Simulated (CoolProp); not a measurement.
Vapour-liquid equilibrium of methanol (1) + water (2) at 337.1 K; x and y are mole fractions of (1).

The numbers come from the multi-fluid Helmholtz-energy mixture model, de Reuck 1993 and Wagner 2002; pair parameters Bell 2016 in CoolProp.

```
x     bubble pressure, mixture model (MPa)  bubble pressure, Raoult's law (MPa)  y, mixture model  y, Raoult's law
----  ------------------------------------  -----------------------------------  ----------------  ---------------
0.05                               0.03051                              0.02766             0.246            0.179
0.2                                0.04653                              0.03896               [?]            0.509
0.35                               0.05893                              0.05025             0.711            0.691
0.5                                0.06917                              0.06155               [?]            0.806
0.65                               0.07834                              0.07285             0.862            0.885
0.8                                    [?]                              0.08415             0.921            0.943
0.95                               0.09615                              0.09545               [?]            0.987
```

Some entries are withheld; supply them.


- 0.2, y, mixture model: 0.572
- 0.5, y, mixture model: 0.797
- 0.8, bubble pressure, mixture model (MPa): 0.08718
- 0.95, y, mixture model: 0.980

The largest gap from Raoult's law is +19.4 % in bubble pressure, at x = 0.2. No azeotrope shows between x = 0.05 and 0.95.

Pair parameters are fitted to limited data, so mixtures are less certain than the pure fluids.
